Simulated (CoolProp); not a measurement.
Vapour-liquid equilibrium of R22 (1) + R134a (2) at 33.55 °C; x and y are mole fractions of (1).

Computed with CoolProp (multi-fluid Helmholtz-energy mixture model, Kamei 1995 and Tillner-Roth 1994; pair parameters Bell 2016).

Problem. Give the bubble pressure and the first vapour's composition at x = 0.35, 0.5, 0.95. Is there an azeotrope?

Solution. x = 0.35: 10.36 bar, y = 0.435; x = 0.5: 11.05 bar, y = 0.581; x = 0.95: 12.87 bar, y = 0.960. No azeotrope shows between x = 0.05 and 0.95.

The pair parameters rest on a limited set of measurements; away from them the model extrapolates.
